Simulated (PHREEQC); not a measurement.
Solution (25 °C): 45 mmol/kgw SrCl2, 2.6 mmol/kgw CO2 and 49 mmol/kgw KCl. Closed to the air; pH follows from the charge balance.

Model: ion-association model, phreeqc.dat, run in PHREEQC.

The ionic strength comes out as 0.184 mol/kgw. What activity coefficients do HCO3-, Cl-, Sr+2, SrHCO3+, K+ get?

HCO3- 0.75, Cl- 0.72, Sr+2 0.33, SrHCO3+ 0.75, K+ 0.72.

This is a speciation only: nothing precipitates in the calculation. Complexes and solids missing from the database can't appear.
